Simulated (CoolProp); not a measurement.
A Linde-Hampson liquefier for oxygen: isothermal reversible compression at 250 K from 1 atm to 20 MPa, throttling to 1 atm, return gas leaving the recuperator 0 K below the feed. Each further row changes one setting.

Values from CoolProp's reference Helmholtz-energy equation of state, Schmidt 1985.

```tsv
case	liquid yield per pass	compression work (kJ/kg of gas)
as stated	(withheld)	329
high pressure 40 MPa	(withheld)	(withheld)
warm-end temperature 280 K	(withheld)	(withheld)
warm-end gap 5 K	(withheld)	329
```

Q: Complete the blanks.

A: 
- as stated, liquid yield per pass: 0.177
- high pressure 40 MPa, liquid yield per pass: 0.242
- high pressure 40 MPa, compression work (kJ/kg of gas): 369
- warm-end temperature 280 K, liquid yield per pass: 0.128
- warm-end temperature 280 K, compression work (kJ/kg of gas): 375
- warm-end gap 5 K, liquid yield per pass: 0.167
